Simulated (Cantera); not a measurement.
An isothermal, constant-pressure homogeneous reactor starts with 28.6 % CH₄, 71.4 % CO₂, at 1975 K and 180000 Pa.

Model: GRI-Mech 3.0 (53 species, 325 reactions), integrated in Cantera.

One state of this run: x CH₄ = 3.94e-9; x CO₂ = 0.103; x OH = 3.75e-5; x C₂H₄ = <1e-12; x H₂O = 0.169. x: mole fraction; the columns are a selection and need not sum to one.

Question: Which value of t (s) does it belong to?
(A) 2.31
(B) 0.000100
(C) 0.00433
(D) 0.00123

Answer: A, 2.31
